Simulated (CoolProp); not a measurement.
Vapour-liquid equilibrium of R227EA (1) + isobutene (2) at 282.2 K; x and y are mole fractions of (1).

Model: multi-fluid Helmholtz-energy mixture model, Lemmon 2016 and Lemmon 2005; pair parameters Bell 2016, in CoolProp.

```
x     bubble pressure (MPa)  y at the bubble point  dew pressure at overall composition x (MPa)  liquid density (mol/L)
----  ---------------------  ---------------------  -------------------------------------------  ----------------------
0.05                 0.2127                  0.174                                       0.1904                   10.66
0.15                 0.2520                  0.351                                       0.2081                   10.34
0.25                 0.2742                  0.442                                       0.2286                   10.04
0.35                 0.2872                    ___                                       0.2518                   9.762
0.45                    ___                  0.551                                       0.2759                   9.512
0.55                 0.2999                  0.599                                       0.2950                   9.287
0.65                 0.3017                  0.652                                       0.3017                   9.086
0.75                 0.2999                  0.717                                          ___                   8.907
0.85                 0.2932                  0.804                                       0.2884                   8.747
0.95                 0.2800                  0.923                                       0.2767                   8.605
```

Q: Complete the blanks.

A: 
- 0.35, y at the bubble point: 0.502
- 0.45, bubble pressure (MPa): 0.2952
- 0.75, dew pressure at overall composition x (MPa): 0.2978

y crosses x between x = 0.65 and 0.75: the model has an azeotrope there.

The pair parameters rest on a limited set of measurements; away from them the model extrapolates.
